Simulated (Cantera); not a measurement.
Input: 1 mol FeS, 1 mol O₂, 34 mol N₂, at 975 K and 13.0 mbar.

Method: chemical equilibrium by Gibbs-energy minimisation in Cantera with the NASA 1993 tables (ideal gas, pure condensed phases). Candidate condensed phases: Fe, FeO, FeS, FeSO₄, FeS₂, Fe₂O₃, Fe₂(SO₄)₃, Fe₃O₄, S; 19 gas species. FeS: taken at fixed stoichiometry. Gases not in the tables: S₃ to S₇. The numbers say what is thermodynamically allowed, not how fast it happens.

Base state: N₂ 0.982, SO₂ 0.0158, S₂ 0.00187, S₂O 2.25e-5 (mole fractions); condensed: FeS(s) + Fe₃O₄(s).

**Question.** What changes in the equilibrium state with this change: O₂ from 1 to 1.3 mol?

**Answer.** 
```json
[
 {"species": "N₂", "before": "0.982", "after": "0.977"},
 {"species": "SO₂", "before": "0.0158", "after": "0.0205"},
 {"species": "S₂", "before": "0.00187", "after": "0.00231"},
 {"species": "S₂O", "before": "2.25e-5", "after": "3.01e-5"},
 {"species": "FeS(s), mol", "before": "0.321", "after": "0.123"},
 {"species": "Fe₃O₄(s), mol", "before": "0.226", "after": "0.292"}
]
```
